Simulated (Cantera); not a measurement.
Standard-state values (1 bar) from the NASA 1993 polynomials, evaluated with Cantera. Values are per mole of reaction as written; species without (g) are pure solids or liquids, kept so even where they would boil at 1 bar.

2 P2(g) + 5 H2O2(g) = P4O10(g) + 5 H2(g), with ΔH° = -2509.8 kJ and ΔS° = -551.2 J/K at 300 K.

How far is the shortcut ΔG° ≈ ΔH°(300 K) − T·ΔS°(300 K) from the full temperature-dependent value at 648, 723, 798, 873, 948, 1023, 1098, 1173, 1248 K?


| T (K) | shortcut (kJ) | full (kJ) | difference (kJ) | difference in log10 K |
|---|---|---|---|---|
| 648 | -2152.6 | -2163.4 | 10.8 | -0.87 |
| 723 | -2111.3 | -2126.8 | 15.5 | -1.12 |
| 798 | -2069.9 | -2090.7 | 20.7 | -1.36 |
| 873 | -2028.6 | -2055.1 | 26.5 | -1.59 |
| 948 | -1987.3 | -2020.1 | 32.8 | -1.81 |
| 1023 | -1945.9 | -1985.5 | 39.5 | -2.02 |
| 1098 | -1904.6 | -1951.2 | 46.7 | -2.22 |
| 1173 | -1863.3 | -1917.4 | 54.1 | -2.41 |
| 1248 | -1821.9 | -1883.8 | 61.9 | -2.59 |
The shortcut ignores the heat-capacity change of the reaction.
